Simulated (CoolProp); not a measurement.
A simple Rankine cycle with tetrahydrofuran: condensing at 315.15 K, boiler at 0.248 MPa, turbine inlet 371.5 K, turbine efficiency 0.9, pump efficiency 0.6, no recuperator. Each further row changes one setting.

Values from CoolProp's reference Helmholtz-energy equation of state, Fiedler 2023.

```json
[
 {"case": "as stated", "thermal efficiency (%)": "12.0", "net work (kJ/kg)": "59.6", "heat in (kJ/kg)": "498", "turbine exit temperature (K)": "319.6", "volume ratio over the turbine": "5.11"},
 {"case": "turbine inlet 391.5 K", "thermal efficiency (%)": "12.0", "net work (kJ/kg)": "…", "heat in (kJ/kg)": "…", "turbine exit temperature (K)": "…", "volume ratio over the turbine": "5.13"},
 {"case": "condensing temperature 307.15 K", "thermal efficiency (%)": "13.6", "net work (kJ/kg)": "…", "heat in (kJ/kg)": "513", "turbine exit temperature (K)": "…", "volume ratio over the turbine": "6.83"},
 {"case": "boiler pressure 0.174 MPa", "thermal efficiency (%)": "9.7", "net work (kJ/kg)": "48.7", "heat in (kJ/kg)": "…", "turbine exit temperature (K)": "…", "volume ratio over the turbine": "3.65"},
 {"case": "turbine efficiency 0.8", "thermal efficiency (%)": "10.6", "net work (kJ/kg)": "…", "heat in (kJ/kg)": "498", "turbine exit temperature (K)": "325.3", "volume ratio over the turbine": "5.20"}
]
```

**Question.** Complete the blanks.

**Answer.** 
- turbine inlet 391.5 K, net work (kJ/kg): 63.5
- turbine inlet 391.5 K, heat in (kJ/kg): 527
- turbine inlet 391.5 K, turbine exit temperature (K): 340.3
- condensing temperature 307.15 K, net work (kJ/kg): 69.6
- condensing temperature 307.15 K, turbine exit temperature (K): 310.3
- boiler pressure 0.174 MPa, heat in (kJ/kg): 501
- boiler pressure 0.174 MPa, turbine exit temperature (K): 330.7
- turbine efficiency 0.8, net work (kJ/kg): 52.9
